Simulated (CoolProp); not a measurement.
Values from CoolProp's reference Helmholtz-energy equation of state, Platzer 1990. This equation is an older, rougher fit.

Task: For R114, give the phase and the cp (kJ/(kg K)), Joule-Thomson coefficient (K/MPa) at 473.1 K and 0.101 MPa.

Result: 
- 473.1 K and 0.101 MPa: gas; cp 0.849, Joule-Thomson coefficient 6.57
